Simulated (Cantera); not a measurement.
A closed system holds: 1 mol toluene, 4.6 mol CO2, 33 mol N2, at 1850 K and 2800 Pa.

Method: chemical equilibrium by Gibbs-energy minimisation in Cantera with the NASA 1993 tables (ideal gas, pure condensed phases). Candidate condensed phases: C, C6H6, C7H8, C8H18, H2O; 136 gas species. Kinetics and transport are ignored.

Base state: N2 0.713, CO 0.199, H2 0.0850, HCN 0.00192, H 0.000939, HNC 8.11e-5, C2H2 (acetylene) 2.22e-5 (mole fractions); condensed: C(graphite).

Q: What changes in the equilibrium state with this change: temperature from 1850 K to 2698.15 K?

A: 
```csv
species,before,after
N2,0.713,0.678
CO,0.199,0.192
H,0.000939,0.0665
H2,0.0850,0.0389
HCN,0.00192,0.0182
C3,<1e-9,0.000307
C,<1e-9,7.40e-5
C2H,2.64e-9,0.000165
C2,<1e-9,2.94e-5
"C(graphite), mol",2.31,1.12
```
